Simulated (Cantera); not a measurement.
A perfectly stirred reactor is fed with 30.3 % C2H6, 69.7 % N2, at 2670 Pa; it is held at 1000 K, and followed from long to short residence time.

Cantera simulation using GRI-Mech 3.0 (53 species, 325 reactions); the numbers are that mechanism's predictions, not measurements. GRI-Mech 3.0 stops at C3 and has no aromatics, soot or wall deposition, so with more carbon than oxygen in the feed, carbon stays in small species such as C2H2 where larger ones or solid carbon would form. Radical loss at walls, strong at low pressure, is not modelled.

Problem. Predict: x(C2H6) at τ = 20.0 s; x(CH3) at τ = 20.0 s; x(CH4) at τ = 20.0 s; x(C2H6) at τ = 0.120 s; x(CH3) at τ = 0.120 s; x(CH4) at τ = 0.120 s.

Solution. x(C2H6) at τ = 20.0 s: 0.0876
x(CH3) at τ = 20.0 s: 1.08e-6
x(CH4) at τ = 20.0 s: 0.0129
x(C2H6) at τ = 0.120 s: 0.301
x(CH3) at τ = 0.120 s: 8.92e-7
x(CH4) at τ = 0.120 s: 5.54e-5
